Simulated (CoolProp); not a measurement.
Model: reference Helmholtz-energy equation of state, Lemmon 2006, in CoolProp. It is a short technical equation, of lower accuracy than the large ones.

**Question.** For carbonyl sulfide, give the phase and the cv (kJ/(kg K)), speed of sound (m/s), isothermal compressibility (1/MPa) at 441.8 K and 7.43 MPa; 467.5 K and 7.43 MPa.

**Answer.** 
- 441.8 K and 7.43 MPa: supercritical; cv 0.714, speed of sound 230, isothermal compressibility 0.195
- 467.5 K and 7.43 MPa: supercritical; cv 0.709, speed of sound 247, isothermal compressibility 0.175
